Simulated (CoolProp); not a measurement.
Vapour-liquid equilibrium of carbonyl sulfide (1) + propane (2) at 243.6 K; x and y are mole fractions of (1).

Computed with CoolProp (multi-fluid Helmholtz-energy mixture model, Lemmon 2006 and Lemmon 2009; pair parameters Bell 2016).

```tsv
x	bubble pressure, mixture model (kPa)	bubble pressure, Raoult's law (kPa)	y, mixture model	y, Raoult's law
0.05	176.0	174.3	0.075	0.069
0.15	184.9	181.3	0.207	0.199
0.25	192.6	188.3	0.321	0.320
0.35	199.5	195.3	0.425	0.431
0.45	205.9	202.3	0.524	0.536
0.55	212.1	209.3	0.618	0.633
0.65	218.1	216.3	0.710	0.724
0.75	224.3	223.3	0.798	0.809
0.85	230.6	230.3	0.883	0.889
0.95	237.3	237.3	0.963	0.964
```

The largest gap from Raoult's law is +2.3 % in bubble pressure, at x = 0.25. No azeotrope shows between x = 0.05 and 0.95.

The pair parameters rest on a limited set of measurements; away from them the model extrapolates.
